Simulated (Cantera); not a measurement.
A freely propagating, adiabatic, planar premixed flame of H2 : O2 : N2 : H2O = 1 : 0.192 : 0.712 : 0.4 (molar parts), equivalence ratio 2.6, unburnt at 650 K and 101000 Pa; mixture-averaged transport, grid criteria slope 0.08 and curve 0.16, no radiation.

Model: the H2/O2 subset of GRI-Mech 3.0, which has no nitrogen chemistry, integrated in Cantera. Burning velocities carry a grid error of a few per cent, more on coarse grids.

How do the results move with these cheaper or finer settings: unity-Lewis-number transport; multicomponent transport; multicomponent+Soret transport; grid criteria slope 0.5, curve 1; grid criteria slope 0.25, curve 0.5; grid criteria slope 0.03, curve 0.06?


| setting | laminar burning velocity | thermal thickness | peak x(OH) | peak x(H2O2) | grid points |
|---|---|---|---|---|---|
| as above | 692 cm/s | 0.429 mm | 0.00210 | 1.27e-5 | 108 |
| unity-Lewis-number transport | 411 cm/s | 0.392 mm | 0.00216 | 8.55e-6 | 103 |
| multicomponent transport | 683 cm/s | 0.434 mm | 0.00210 | 1.25e-5 | 108 |
| multicomponent+Soret transport | 666 cm/s | 0.426 mm | 0.00210 | 1.34e-5 | 108 |
| grid criteria slope 0.5, curve 1 | 760 cm/s | 0.611 mm | 0.00226 | 1.05e-5 | 42 |
| grid criteria slope 0.25, curve 0.5 | 704 cm/s | 0.481 mm | 0.00210 | 1.32e-5 | 53 |
| grid criteria slope 0.03, curve 0.06 | 682 cm/s | 0.413 mm | 0.00206 | 1.31e-5 | 271 |
Unity Lewis numbers drop preferential diffusion, which matters most where H2 and H carry the flame; Soret adds thermal diffusion.
